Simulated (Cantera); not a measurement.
A Cantera script and its output.

```python
import numpy as np
import cantera as ct

gas = ct.Solution("SiF4_NH3_mec.yaml", "gas")
gas.TPX = 1475, 1333, {'NH3': 1, 'N2': 5.5}
reactor = ct.IdealGasConstPressureReactor(gas, energy="off", clone=False)
net = ct.ReactorNet([reactor])
net.rtol, net.atol = 1e-08, 1e-18
show = ['NH3', 'N2H2', 'H2', 'N2H4', 'NH2', 'H']
times = np.geomspace(6e-05, 90, 13)

steps = ct.SolutionArray(gas, extra=["t"])
rows = []
print(f"{'t/s':>10s}{'T/K':>9s}{'P/Pa':>11s}" + "".join(f"{s:>11s}" for s in show))
for t in times:
    while net.time < t:
        t_next = net.step()
        steps.append(gas.state, t=t_next)
    rows.append([np.interp(t, steps.t, y) for y in (steps.T, steps.P, *steps(*show).X.T)])
    print(f"{t:10.3e}{rows[-1][0]:9.1f}{rows[-1][1]:11.4g}" + "".join(f"{x:11.3e}" for x in rows[-1][2:]))
rate = np.gradient(steps.T, steps.t)
print("integrator steps:", len(steps.t))
if steps.T.max() > steps.T[0] + 200:
    print(f"time of steepest temperature rise: {steps.t[rate.argmax()]:.4e} s")
gas.TPX = 1475, 1333, {'NH3': 1, 'N2': 5.5}
gas.equilibrate("TP")
print(f"equilibrium (TP): T = {gas.T:.1f} K  " + "  ".join(f"{s} {gas[s].X[0]:.3e}" for s in show))
```

It prints:

```
       t/s      T/K       P/Pa        NH3       N2H2         H2       N2H4        NH2          H
 6.000e-05   1475.0       1333  1.538e-01  4.652e-19  1.560e-10  2.021e-20  6.853e-10  3.733e-10
 1.963e-04   1475.0       1333  1.538e-01  2.465e-17  1.082e-09  1.054e-18  2.813e-09  6.493e-10
 6.419e-04   1475.0       1333  1.538e-01  1.169e-15  4.952e-09  4.655e-17  1.061e-08  7.116e-10
 2.100e-03   1475.0       1333  1.538e-01  4.136e-14  1.781e-08  1.348e-15  3.634e-08  7.119e-10
 6.868e-03   1475.0       1333  1.538e-01  1.066e-12  5.988e-08  2.444e-14  1.205e-07  7.120e-10
 2.247e-02   1475.0       1333  1.538e-01  1.820e-11  1.976e-07  3.158e-13  3.956e-07  7.133e-10
 7.348e-02   1475.0       1333  1.538e-01  2.331e-10  6.544e-07  3.577e-12  1.295e-06  7.299e-10
 2.404e-01   1475.0       1333  1.538e-01  2.755e-09  2.380e-06  3.888e-11  4.234e-06  9.315e-10
 7.862e-01   1475.0       1333  1.538e-01  3.210e-08  1.691e-05  4.185e-10  1.387e-05  3.710e-09
 2.572e+00   1475.0       1333  1.536e-01  2.469e-07  3.388e-04  3.077e-09  3.768e-05  5.745e-08
 8.412e+00   1475.0       1333  1.518e-01  3.097e-07  2.648e-03  3.510e-09  4.025e-05  3.483e-07
 2.751e+01   1475.0       1333  1.465e-01  2.551e-07  9.501e-03  2.546e-09  3.426e-05  1.047e-06
 9.000e+01   1475.0       1333  1.334e-01  1.805e-07  2.660e-02  1.673e-09  2.776e-05  2.577e-06
integrator steps: 771
equilibrium (TP): T = 1475.0 K  NH3 7.022e-08  N2H2 7.388e-17  H2 2.000e-01  N2H4 3.221e-21  NH2 3.838e-11  H 5.057e-05
```

Detailed kinetics in Cantera: the gas-phase N/H chemistry of the illustrative SiF4/NH3 mechanism in the Surface Chemkin manual (1991). Walls and surfaces, which speed up NH3 decomposition in real reactors, are not modelled.
